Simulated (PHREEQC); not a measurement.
Consider water at 25 °C with 0.0028 mol/kgw NaBF4 and 0.037 mol/kgw NH4HF2. Closed to the air; pH follows from the charge balance.

Computed with PHREEQC (ion-association model, phreeqc.dat).

Precipitation was switched off in this run.

Estimate the pH, ionic strength.

pH 3.11; ionic strength 0.0407 mol/kgw.

In which forms is F present?

F- 40 %, HF 38 %, BF4- 13 %, HF2- 9.7 % of the F.

Species that the database lacks are ignored. Real BF4- forms and hydrolyses slowly; the run takes it at equilibrium.
